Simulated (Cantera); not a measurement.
An adiabatic, constant-pressure homogeneous reactor starts with 13.9 % CO, 3.19 % H₂, 17.5 % O₂, 65.5 % N₂, equivalence ratio 0.49, at 1500 K and 27000 Pa.

Detailed kinetics in Cantera: GRI-Mech 3.0 (53 species, 325 reactions).

One state of this run: T (K) = 2470; x CO = 0.0244; x H₂ = 0.000919; x O₂ = 0.0962; x H₂O₂ = 3.05e-8; x OH = 0.00806; x H₂O = 0.0286. x: mole fraction; the columns are a selection and need not sum to one.

### Question
Which value of t (s) does it belong to?
A. 0.01000
B. 0.00346
C. 0.00120
D. 2.00

### Answer
D, 2.00
